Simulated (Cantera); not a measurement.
Feed: 1 mol ZrO2, 6.4 mol H2, 0.088 mol H2O, equilibrated at 1898.15 K and 0.150 bar.

Method: chemical equilibrium by Gibbs-energy minimisation in Cantera with the NASA 1993 tables (ideal gas, pure condensed phases). Candidate condensed phases: H2O, Zr, ZrO2; 12 gas species. Equilibrium is a limit: real reactors are often held back by kinetics, nucleation or transport.

Base state: H2 0.984, H2O 0.0135, H 0.00200 (mole fractions); condensed: ZrO2(tetragonal).

Question: What changes in the equilibrium state with this change: ZrO2 replaced by PbO?

Answer: 
| species | before | after |
|---|---|---|
| H2 | 0.984 | 0.720 |
| H2O | 0.0135 | 0.145 |
| Pb | 0 | 0.133 |
| PbO | 0 | 8.21e-5 |
| Pb2 | 0 | 1.59e-5 |
| OH | 2.26e-6 | 2.83e-5 |
| H | 0.00200 | 0.00171 |
| ZrO2(tetragonal), mol | 1.00 | 0 |
Further candidate phases: Pb, PbO, PbO2, Pb3O4.
